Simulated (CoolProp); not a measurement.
CF4 (R14) along the isotherm 201.1 K: density (kg/m³) from the reference equation and from simpler models built on Tc = 227.4 K, pc = 3762 kPa, ω = 0.178; each cubic takes its own stable root.

Values from CoolProp's reference Helmholtz-energy equation of state, Platzer 1990. This equation is an older, rougher fit; its heat capacities, sound speeds and derivatives of the liquid may be far off and weren't checked against measurements.

```
p (kPa)   phase  reference
-------  ------  ---------
3760     liquid       1269
7520     liquid       1315
11300    liquid       1350
15000    liquid       1378
18800    liquid       1403
22600    liquid       1424
26300    liquid       1443
30100    liquid       1461
33900    liquid       1477
37600    liquid       1492
```

Question: How far does each simpler model (van der Waals, Peng-Robinson) lie from the reference over these 10 states: mean and median of the absolute difference, and the worst?

Answer: 
- van der Waals: mean 27.4 %, median 26.5 %, worst -32.8 % at 201.1 K and 3760 kPa
- Peng-Robinson: mean 10.4 %, median 11.1 %, worst +12.6 % at 201.1 K and 37600 kPa
